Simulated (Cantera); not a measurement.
An isothermal, constant-pressure homogeneous reactor starts with 69.4 % CH₄, 30.6 % CO₂, at 1298 K and 9.87 atm.

Computed with Cantera and GRI-Mech 3.0 (53 species, 325 reactions). GRI-Mech 3.0 stops at C3 and has no aromatics, soot or wall deposition, so with more carbon than oxygen in the feed, carbon stays in small species such as C2H2 where larger ones or solid carbon would form.

x: mole fraction; the columns are a selection and need not sum to one.

| t (s) | x CH₄ | x CO₂ | x H | x CH₃ | x O₂ | x CH₂ | x HO₂ |
|---|---|---|---|---|---|---|---|
| 3.00e-5 | 0.694 | 0.306 | 1.59e-10 | ? | <1e-12 | <1e-12 | <1e-12 |
| 9.03e-5 | 0.694 | 0.306 | 1.61e-10 | ? | <1e-12 | <1e-12 | <1e-12 |
| 0.000272 | 0.694 | 0.306 | 1.67e-10 | ? | <1e-12 | <1e-12 | <1e-12 |
| 0.000818 | 0.694 | 0.306 | 1.71e-10 | 3.93e-6 | <1e-12 | <1e-12 | <1e-12 |
| 0.00246 | 0.694 | 0.306 | 1.80e-10 | 4.00e-6 | <1e-12 | <1e-12 | <1e-12 |
| 0.00742 | 0.694 | 0.306 | 2.08e-10 | 4.22e-6 | <1e-12 | <1e-12 | <1e-12 |
| 0.0223 | 0.694 | 0.306 | 3.09e-10 | ? | <1e-12 | <1e-12 | <1e-12 |
| 0.0672 | 0.693 | 0.305 | 7.20e-10 | ? | <1e-12 | 1.38e-12 | <1e-12 |
| 0.202 | 0.688 | 0.305 | 2.28e-9 | 6.26e-6 | <1e-12 | 1.69e-12 | <1e-12 |
| 0.609 | 0.675 | 0.303 | 7.20e-9 | 6.12e-6 | <1e-12 | 1.66e-12 | <1e-12 |
| 1.83 | 0.635 | 0.294 | 2.14e-8 | 6.07e-6 | <1e-12 | 1.86e-12 | <1e-12 |
| 5.52 | 0.547 | 0.255 | 6.35e-8 | ? | <1e-12 | 4.65e-12 | <1e-12 |
| 16.6 | 0.441 | 0.156 | 9.30e-8 | 9.46e-6 | <1e-12 | 1.09e-11 | <1e-12 |
| 50.0 | 0.420 | 0.127 | 1.01e-7 | 9.50e-6 | <1e-12 | 1.12e-11 | <1e-12 |

Question: What belongs in the gaps?

Answer: 
- 3.00e-5, x CH₃: 6.65e-7
- 9.03e-5, x CH₃: 1.86e-6
- 0.000272, x CH₃: 3.57e-6
- 0.0223, x CH₃: 4.75e-6
- 0.0672, x CH₃: 5.68e-6
- 5.52, x CH₃: 8.04e-6
